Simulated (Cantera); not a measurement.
## Thermodynamics of silicon nitride deposition, feed SiCl4 + N2 + H2

A closed system holds: 1 mol SiCl4, 0.26 mol N2, 29 mol H2, at 873 K and 5.50 mbar.

Method: chemical equilibrium by Gibbs-energy minimisation in Cantera with the NASA 1993 tables (ideal gas, pure condensed phases). Candidate condensed phases: NH4Cl, Si, Si3N4; 28 gas species. N2 is the only nitrogen source here; it is nearly inert below about 1500 K, so the nitride shown seldom forms there in practice. The tables' values for SiCl3 are old estimates; treat these amounts as uncertain. The numbers say what is thermodynamically allowed, not how fast it happens.

The x(H2) is 0.928 and the x(HCl) comes out as 0.0521. The x(SiCl4) is 0.0193 and the x(SiHCl3) is 0.000736. The x(SiCl3) is 2.75e-5 and the x(SiH2Cl2) is 2.56e-6. The x(SiCl2) is 2.31e-6 and the n(Si3N4(s)) comes out as 0.130 mol. The gas amount comes out as 30.39 mol and the log10 activity of Si(s) (absent) is -3.21.
